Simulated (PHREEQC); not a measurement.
0.82 g of hydrous ferric oxide (600 m²/g; 0.2 weak and 0.005 strong sites per Fe, Dzombak-Morel constants, diffuse double layer) in 1 kg of water with 0.001 mol/kgw of an inert sodium salt and 2.6e-05 mol/kgw MgCl2, at 25 °C; the pH is set by adding NaOH or the inert anion's acid. Oxygen is held at 0.21 atm. CO2 from the air is kept out. No solid was allowed to form.

Base run: PHREEQC, ion-association model, wateq4f.dat. Each further column changes one thing. The table gives surface charge σ (C/m²).

| pH | base | background salt from 0.001 to 0.0001 mol/kgw | oxide from 0.82 to 4.1 g/kgw | 0.0038 mol/kgw Ag2SO4 added |
|---|---|---|---|---|
| 3 | 0.267 | 0.246 | 0.302 | 0.022 |
| 3.5 | 0.190 | 0.155 | 0.232 | 0.021 |
| 4 | 0.129 | 0.091 | 0.161 | 0.021 |
| 4.5 | 0.085 | 0.052 | 0.104 | 0.020 |
| 5 | 0.054 | (withheld) | (withheld) | 0.019 |
| 5.5 | 0.033 | (withheld) | (withheld) | 0.018 |
| 6 | 0.020 | 0.009 | 0.021 | 0.015 |
| 6.5 | 0.011 | 0.005 | 0.012 | 0.012 |
| 7 | 0.006 | 0.003 | 0.006 | 0.009 |
| 7.5 | 0.003 | 0.001 | 0.003 | 0.005 |
| 8 | 0.001 | 0.000 | 0.000 | 0.001 |
| 8.5 | -0.002 | (withheld) | -0.002 | -0.003 |
| 9 | -0.004 | -0.002 | -0.005 | -0.004 |

### Question
Complete the blanks.

### Answer

- 5, background salt from 0.001 to 0.0001 mol/kgw: 0.029
- 5, oxide from 0.82 to 4.1 g/kgw: 0.064
- 5.5, background salt from 0.001 to 0.0001 mol/kgw: 0.016
- 5.5, oxide from 0.82 to 4.1 g/kgw: 0.038
- 8.5, background salt from 0.001 to 0.0001 mol/kgw: -0.001

The oxide is taken as insoluble; below pH 4 it would dissolve. In at least one series the solution becomes supersaturated in solids that the run did not let form, among them Cerargyrite, Ag2O.
